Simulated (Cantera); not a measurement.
A Cantera script and what it prints.

```python
import numpy as np
import cantera as ct

gas_names = """
    CL CLO CL2 N NO NO2 NO3 N2 N2O O O2 O3 Si SiCL SiCL2 SiCL3 SiCL4 SiN SiO SiO2 Si2 Si2N Si3
""".split()
cond_names = """
    Si(cr) Si(L) SiO2(Lqz) SiO2(hqz) SiO2(L) Si2N2O(s) Si3N4(a)
""".split()


# ... load() reads the species with a 1 bar reference pressure and builds the phases ...
atoms = {
    'SiCl4': {'Si': 1, 'CL': 4},
    'NO': {'N': 1, 'O': 1},
}
top_T = {'Si2N2O(s)': 2100, 'Si3N4(a)': 2400}  # K; cautious upper limits of use, not melting points


# ... equilibrate(T, P, feed) seeds the gas with the atoms and calls Mixture.equilibrate('TP', solver="vcs", rtol=1e-11, max_steps=5000) ...
results = []
feed = {'SiCl4': 1, 'NO': 0.17}  # mol
P = 15000  # Pa
for T in [700, 800, 900, 1000, 1100, 1200, 1300]:
    mix = equilibrate(T, P, feed)
    results.append((T, P, feed, dict(zip(mix.species_names, mix.species_moles))))
    x = sorted(zip(gas.X, gas.species_names), reverse=True)
    print(f"T = {T:g} K  P = {P:g} Pa  gas = {mix.phase_moles(0):.4g} mol")
    print("   x: " + "  ".join(f"{s} {v:.3e}" for v, s in x if v > 0.0001))
    print("   condensed (mol): " + ("  ".join(f"{mix.phase(i).name} {mix.phase_moles(i):.4g}"
          for i in range(1, mix.n_phases) if mix.phase_moles(i) > 1e-12) or "none"))
```

Output:

```
T = 700 K  P = 15000 Pa  gas = 1.17 mol
   x: SiCL4 7.821e-01  CL2 1.453e-01  N2 7.265e-02
   condensed (mol): SiO2(Lqz) 0.085
T = 800 K  P = 15000 Pa  gas = 1.17 mol
   x: SiCL4 7.820e-01  CL2 1.453e-01  N2 7.265e-02
   condensed (mol): SiO2(Lqz) 0.085
T = 900 K  P = 15000 Pa  gas = 1.17 mol
   x: SiCL4 7.820e-01  CL2 1.453e-01  N2 7.265e-02
   condensed (mol): SiO2(hqz) 0.085
T = 1000 K  P = 15000 Pa  gas = 1.17 mol
   x: SiCL4 7.819e-01  CL2 1.451e-01  N2 7.264e-02  CL 3.820e-04
   condensed (mol): SiO2(hqz) 0.085
T = 1100 K  P = 15000 Pa  gas = 1.171 mol
   x: SiCL4 7.815e-01  CL2 1.444e-01  N2 7.260e-02  CL 1.487e-03
   condensed (mol): SiO2(hqz) 0.085
T = 1200 K  P = 15000 Pa  gas = 1.173 mol
   x: SiCL4 7.802e-01  CL2 1.427e-01  N2 7.248e-02  CL 4.609e-03
   condensed (mol): SiO2(hqz) 0.085
T = 1300 K  P = 15000 Pa  gas = 1.177 mol
   x: SiCL4 7.774e-01  CL2 1.385e-01  N2 7.222e-02  CL 1.192e-02
   condensed (mol): SiO2(hqz) 0.085
```

Method: chemical equilibrium by Gibbs-energy minimisation in Cantera with the NASA 1993 tables (ideal gas, pure condensed phases). The tables hold silica as quartz up to 1696 K and as liquid above; real silica turns to tridymite and cristobalite and melts near 1996 K.
